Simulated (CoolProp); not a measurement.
The fluid at 293.15 K and 0.496 MPa flows at 0.053 m/s in a round tube of 100 mm bore and 0.25 µm roughness, fully developed (64/Re and Nu = 3.66 if laminar; Colebrook and Gnielinski if turbulent). The same conditions are run with several fluids, on thermodynamics alone (safety and materials aside).

The numbers come from the reference Helmholtz-energy equation of state of each fluid (ammonia: Gao 2020; R507A: Lemmon 2003; oxygen: Schmidt 1985; dry air: Lemmon 2000; R407C: Lemmon 2003) in CoolProp. Blends and air are pseudo-pure fits.

```json
[
 {"fluid": "ammonia", "Reynolds number": "1990", "Darcy friction factor": "0.0321", "pressure drop (Pa/m)": "0.00166", "heat-transfer coefficient (W/(m² K))": "0.915", "mass flow (kg/h)": "5.51"},
 {"fluid": "R507A", "Reynolds number": "9710", "Darcy friction factor": "0.0311", "pressure drop (Pa/m)": "0.00968", "heat-transfer coefficient (W/(m² K))": "4.22", "mass flow (kg/h)": "33.2"},
 {"fluid": "oxygen", "Reynolds number": "1700", "Darcy friction factor": "0.0376", "pressure drop (Pa/m)": "0.00345", "heat-transfer coefficient (W/(m² K))": "0.956", "mass flow (kg/h)": "9.79"},
 {"fluid": "dry air", "Reynolds number": "1710", "Darcy friction factor": "0.0373", "pressure drop (Pa/m)": "0.00310", "heat-transfer coefficient (W/(m² K))": "0.952", "mass flow (kg/h)": "8.85"},
 {"fluid": "R407C", "Reynolds number": "8450", "Darcy friction factor": "0.0323", "pressure drop (Pa/m)": "0.00874", "heat-transfer coefficient (W/(m² K))": "3.69", "mass flow (kg/h)": "28.9"}
]
```

Transport values come from each fluid's own correlations.
